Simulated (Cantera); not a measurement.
Standard-state values (1 bar) from the NASA 1993 polynomials, evaluated with Cantera. Values are per mole of reaction as written; species without (g) are pure solids or liquids, kept so even where they would boil at 1 bar.

2 Ta + 10 NO(g) = 5 N2O(g) + Ta2O5, with ΔH° = -2550.7 kJ and ΔS° = -947.3 J/K at 300 K.

How far is the shortcut ΔG° ≈ ΔH°(300 K) − T·ΔS°(300 K) from the full temperature-dependent value at 2473, 2523, 2573, 2623, 2673, 2723 K?


| T (K) | shortcut (kJ) | full (kJ) | difference (kJ) | difference in log10 K | condensed phases |
|---|---|---|---|---|---|
| 2473 | -208.0 | -350.3 | 142.2 | -3.00 | Ta(s), Ta2O5(l) |
| 2523 | -160.6 | -311.3 | 150.6 | -3.12 | Ta(s), Ta2O5(l) |
| 2573 | -113.3 | -272.4 | 159.2 | -3.23 | Ta(s), Ta2O5(l) |
| 2623 | -65.9 | -233.7 | 167.8 | -3.34 | Ta(s), Ta2O5(l) |
| 2673 | -18.5 | -195.0 | 176.5 | -3.45 | Ta(s), Ta2O5(l) |
| 2723 | 28.8 | -156.5 | 185.3 | -3.56 | Ta(s), Ta2O5(l) |
The shortcut ignores heat capacities and the phase changes listed.
